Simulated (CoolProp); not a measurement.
Model: reference Helmholtz-energy equation of state, Zhou 2016, in CoolProp.

Question: For R245ca, give the phase and the speed of sound (m/s), Joule-Thomson coefficient (K/MPa) at 418.4 K and 0.0187 MPa; 418.4 K and 0.0968 MPa; 418.4 K and 0.501 MPa.

Answer: 
- 418.4 K and 0.0187 MPa: gas; speed of sound 165, Joule-Thomson coefficient 9.16
- 418.4 K and 0.0968 MPa: gas; speed of sound 164, Joule-Thomson coefficient 9.27
- 418.4 K and 0.501 MPa: gas; speed of sound 157, Joule-Thomson coefficient 9.92
